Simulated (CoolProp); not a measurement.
Properties of c-C4F8 (RC318) along the isobar 0.46 MPa.

Model: reference Helmholtz-energy equation of state, Platzer 1990, in CoolProp. This equation is an older, rougher fit.

```json
[
 {"T (°C)": "54.05", "phase": "gas", "conductivity (mW/(m K))": "14.2", "fugacity coefficient": "0.9027"},
 {"T (°C)": "61.45", "phase": "gas", "conductivity (mW/(m K))": "14.7", "fugacity coefficient": "___"},
 {"T (°C)": "68.95", "phase": "gas", "conductivity (mW/(m K))": "15.2", "fugacity coefficient": "0.9163"},
 {"T (°C)": "76.45", "phase": "gas", "conductivity (mW/(m K))": "15.8", "fugacity coefficient": "0.9223"},
 {"T (°C)": "83.95", "phase": "gas", "conductivity (mW/(m K))": "16.3", "fugacity coefficient": "___"},
 {"T (°C)": "91.35", "phase": "gas", "conductivity (mW/(m K))": "16.8", "fugacity coefficient": "___"},
 {"T (°C)": "98.85", "phase": "gas", "conductivity (mW/(m K))": "17.4", "fugacity coefficient": "0.9371"},
 {"T (°C)": "106.35", "phase": "gas", "conductivity (mW/(m K))": "___", "fugacity coefficient": "0.9413"},
 {"T (°C)": "113.85", "phase": "gas", "conductivity (mW/(m K))": "18.4", "fugacity coefficient": "0.9452"},
 {"T (°C)": "121.25", "phase": "gas", "conductivity (mW/(m K))": "___", "fugacity coefficient": "0.9486"},
 {"T (°C)": "128.75", "phase": "gas", "conductivity (mW/(m K))": "___", "fugacity coefficient": "0.9519"},
 {"T (°C)": "136.25", "phase": "gas", "conductivity (mW/(m K))": "20.0", "fugacity coefficient": "0.9550"}
]
```

Problem. Fill in the missing entries.

Solution. 
- 61.45, fugacity coefficient: 0.9098
- 83.95, fugacity coefficient: 0.9277
- 91.35, fugacity coefficient: 0.9326
- 106.35, conductivity (mW/(m K)): 17.9
- 121.25, conductivity (mW/(m K)): 19.0
- 128.75, conductivity (mW/(m K)): 19.5

Thermal conductivity comes from a separate model (Huber 2003), an estimate that may be off by 10 % or more.
